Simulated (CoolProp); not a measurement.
Cyclopropane along the isotherm 417.4 K: fugacity coefficient from the reference equation and from simpler models built on Tc = 398.7 K, pc = 5.605 MPa, ω = 0.131; each cubic takes its own stable root.

Values from CoolProp's reference Helmholtz-energy equation of state, Polt 1992. This equation is an older, rougher fit; its heat capacities, sound speeds and derivatives of the liquid may be far off and weren't checked against measurements.

```
p (MPa)          phase  reference
-------  -------------  ---------
0.0885             gas     0.9953
0.143              gas     0.9924
0.231              gas     0.9877
0.373              gas     0.9802
0.603              gas     0.9680
0.975              gas     0.9485
1.57               gas     0.9176
2.54               gas     0.8681
4.11               gas     0.7895
6.64     supercritical     0.6610
10.7     supercritical     0.4800
17.3     supercritical     0.3564
28       supercritical     0.2867
```

How far does each simpler model (Redlich-Kwong, Soave-Redlich-Kwong) lie from the reference over these 13 states: mean and median of the absolute difference, and the worst?


- Redlich-Kwong: mean 0.9 %, median 0.0 %, worst +6.3 % at 417.4 K and 28 MPa
- Soave-Redlich-Kwong: mean 1.5 %, median 0.1 %, worst +8.3 % at 417.4 K and 28 MPa
